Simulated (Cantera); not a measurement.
A diamond (100) surface in a fixed gas of H2 with x(CH4) = 0.029, x(H) = 0.00037, at 1325 K, 22.5 Torr; coverages are run to steady state.

Cantera simulation using the Harris–Goodwin 1993 mechanism for the reconstructed diamond (100) surface; the numbers are that mechanism's predictions, not measurements.

One state of this run: growth (µm/h) = 0.356; θ c6HH = 0.492; θ c6H* = 0.0434; θ c6*H = 0.445; θ c6** = 0.0154; θ c6HM = 0.000249. θ: site fractions in the mechanism's names (c6HH fully hydrogenated, c6H* and c6*H radical sites, c6** diradical, c6HM methylated).

### Question
Which value of x(CH3) does it belong to?
(A) 1e-06
(B) 0.0038
(C) 2.8e-06
(D) 0.00048

### Answer
D, 0.00048
